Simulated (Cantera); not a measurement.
Input (Python, Cantera) and output of one run.

```python
import numpy as np
import cantera as ct

gas_names = """
    B BH BH2 BH3 BN BO BO2 B2 B2O B2O2 B2O3 B3O3H3 H HBO HBO2 HNO HNO2 HNO3 HO2 H2 H2O H2O2 H3B3O6 N NH
    NH2 NH3 NH2OH NO NO2 NO3 N2 N2H2 N2H4 N2O O OH O2 O3
""".split()
cond_names = """
    B(b) B(L) BN(s) B2O3(L) B3O3H3(cr) H2O(s) H2O(L)
""".split()


# ... load() reads the species with a 1 bar reference pressure and builds the phases ...
atoms = {
    'borazine': {'B': 3, 'N': 3, 'H': 6},
    'O2': {'O': 2},
    'H2O': {'H': 2, 'O': 1},
}
top_T = {'BN(s)': 3200}  # K; cautious upper limits of use, not melting points


# ... equilibrate(T, P, feed) seeds the gas with the atoms and calls Mixture.equilibrate('TP', solver="vcs", rtol=1e-11, max_steps=5000) ...
results = []
feed = {'borazine': 1, 'O2': 0.33, 'H2O': 0.013}  # mol
P = 4300  # Pa
for T in [1250, 1400, 1550, 1700, 1850, 2000, 2150, 2300]:
    mix = equilibrate(T, P, feed)
    results.append((T, P, feed, dict(zip(mix.species_names, mix.species_moles))))

top = {s: max(r[3][s] / sum(r[3][g] for g in gas_names) for r in results) for s in gas_names}
cols = sorted((s for s in top if top[s] > 1e-06), key=lambda s: -top[s])[:9]
seen = [c for c in cond_names if any(r[3].get(c, 0) > 1e-12 for r in results)]
print("log10 of partial pressures in bar; condensed amounts in mol")
print(f"{'T/K':>10s}" + "".join(f"{s[:9]:>10s}" for s in cols + seen))
for T, P, feed, n in results:
    ng = sum(n[g] for g in gas_names)
    print(f"{T:10.4g}" + "".join(f"{np.log10(max(n[s] / ng * P / 1e5, 1e-99)):10.3f}" for s in cols)
          + "".join(f"{n.get(c, 0):10.4g}" for c in seen))
```

Output:

```
log10 of partial pressures in bar; condensed amounts in mol
       T/K        H2        N2       HBO        BO         H      B2O2      B2O3      HBO2       B2O      B(b)     BN(s)   B2O3(L)
      1250    -1.398    -2.528    -6.105   -10.124    -7.015    -9.585    -7.356    -4.934   -17.950         0     2.554    0.2225
      1400    -1.399    -2.529    -4.814    -7.945    -6.012    -7.231    -5.619    -4.195   -14.245         0     2.555    0.2194
      1550    -1.403    -2.532    -3.783    -6.197    -5.203    -5.347    -4.235    -3.612   -11.273         0     2.555    0.2021
      1700    -1.429    -2.530    -2.951    -4.767    -4.546    -3.807    -3.107    -3.151    -8.841         0     2.534   0.08627
      1850    -1.462    -2.475    -2.561    -3.872    -4.000    -3.120    -3.036    -3.344    -7.137         0     2.443         0
      2000    -1.481    -2.430    -2.417    -3.304    -3.529    -2.919    -3.547    -3.885    -5.886         0     2.363         0
      2150    -1.495    -2.418    -2.395    -2.920    -3.123    -2.951    -4.307    -4.567    -4.903         0     2.331         0
      2300    -1.535    -2.240    -2.470    -2.667    -2.782    -3.138    -5.120    -5.247    -4.216    0.4075     1.908         0
```

These are equilibrium values from Cantera (NASA tables, ideal gas, pure condensed phases), not measurements of a reactor. The feed counts by its element totals alone. Mutual solubility and eutectic melting of coexisting phases are not modelled. The tables' values for BH2 are old estimates; treat these amounts as uncertain.
